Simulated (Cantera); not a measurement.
Feed: 1 mol Pb, 0.049 mol O₂, 1.5 mol N₂, at 1598.15 K and 0.128 Torr.

Cantera equilibrium calculation (NASA polynomials, part measured and part estimated; ideal gas, pure solids and liquids). Candidate condensed phases: Pb, PbO, PbO₂, Pb₃O₄; 12 gas species. Equilibrium is a limit: real reactors are often held back by kinetics, nucleation or transport.

Problem. What is the equilibrium state?

Solution. 
- x(N₂): 0.598
- x(Pb): 0.367
- x(PbO): 0.0314
- x(O₂): 0.00367
- x(NO): 0.000221
- x(O): 6.59e-5
- gas amount: 2.510 mol
- log10 activity of Pb(l) (absent): -2.98
